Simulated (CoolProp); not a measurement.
Model: reference Helmholtz-energy equation of state, Bücker 2006, in CoolProp.

Task: Give the vapour pressure (MPa), liquid density (kg/m³), enthalpy of vaporisation (kJ/kg), vapour Z of saturated ethane at 237.9, 258.7, 279.5 K.

Result: 
```json
[
 {"T (K)": "237.9", "p (MPa)": "0.906", "liquid density (kg/m³)": "469", "enthalpy of vaporisation (kJ/kg)": "400", "vapour Z": "0.843"},
 {"T (K)": "258.7", "p (MPa)": "1.65", "liquid density (kg/m³)": "432", "enthalpy of vaporisation (kJ/kg)": "349", "vapour Z": "0.760"},
 {"T (K)": "279.5", "p (MPa)": "2.77", "liquid density (kg/m³)": "384", "enthalpy of vaporisation (kJ/kg)": "278", "vapour Z": "0.646"}
]
```
